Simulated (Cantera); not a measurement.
Input: 1 mol Pb, a varied amount of H₂S, 8.8 mol H₂, equilibrated at 1.00 Torr.

Cantera equilibrium calculation (NASA polynomials, part measured and part estimated; ideal gas, pure solids and liquids). Candidate condensed phases: Pb, PbS, S; 10 gas species. Rates play no part.

Stable condensed phases, one row left out:

```
T in K \ n(H₂S) in mol
         0.19 0.23 0.27 0.33 0.39 0.46 0.55 0.66 0.79 0.94  1.1
   1950     A    A    A    A    A    A    A    A    A    A    A
   1850     A    A    A    A    A    A    A    A    A    A    A
   1750     A    A    A    A    A    A    A    A    A    A    A
   1650     A    A    A    A    A    A    A    A    A    A    A
   1550     A    A    A    A    A    A    A    A    A    A    A
   1450     A    A    A    A    A    A    A    A    A    A    A
   1350     A    A    A    A    A    A    A    A    A    A    A
   1250     A    A    A    A    A    A    A    A    A    A    A
   1150     A    A    A    A    A    A    A    A    A    A    A
   1050     B    B    B    B    B    B    B    B    A    A    A
    850     C    C    C    C    C    C    C    C    C    C    D
    750     C    C    C    C    C    C    C    C    C    C    D
    650     C    C    C    C    C    C    C    C    C    C    D
```

A: gas only; B: Pb; C: Pb + PbS; D: PbS.

Q: Give the row for 950 K.

A: 0.19: Pb; 0.23: Pb; 0.27: Pb + PbS; 0.33: Pb + PbS; 0.39: Pb + PbS; 0.46: Pb + PbS; 0.55: Pb + PbS; 0.66: Pb + PbS; 0.79: Pb + PbS; 0.94: Pb + PbS; 1.1: PbS.
